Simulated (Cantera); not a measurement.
Feed: 1 mol Si3N4, 0.058 mol H2O, 150 mol H2, at 1 atm.

Method: chemical equilibrium by Gibbs-energy minimisation in Cantera with the NASA 1993 tables (ideal gas, pure condensed phases). Candidate condensed phases: H2O, Si, SiO2, Si2N2O, Si3N4; 35 gas species. Mutual solubility and eutectic melting of coexisting phases are not modelled. Gases not in the tables: Si2H6 and higher silanes. The numbers say what is thermodynamically allowed, not how fast it happens.

Q: Which condensed phases are stable at each of these points (T (K)): 1548, 1648, 1748, 1848, 1948, 2048, 2148?

A: 
```csv
T (K),condensed phases,Si condensed (%)
1548,Si2N2O(s) + Si3N4(s),100.0
1648,Si(s) + Si2N2O(s) + Si3N4(s),99.8
1748,Si(l) + Si2N2O(s) + Si3N4(s),99.2
1848,Si(l),97.8
1948,Si(l),97.4
2048,Si(l),96.7
2148,Si(l),95.1
```

At 1548 K the condensed part is Si2N2O(s) + Si3N4(s). At 1648 K the condensed part is Si(s) + Si2N2O(s) + Si3N4(s). At 1748 K the condensed part is Si(l) + Si2N2O(s) + Si3N4(s). From 1848 K to 2148 K the condensed part is Si(l).
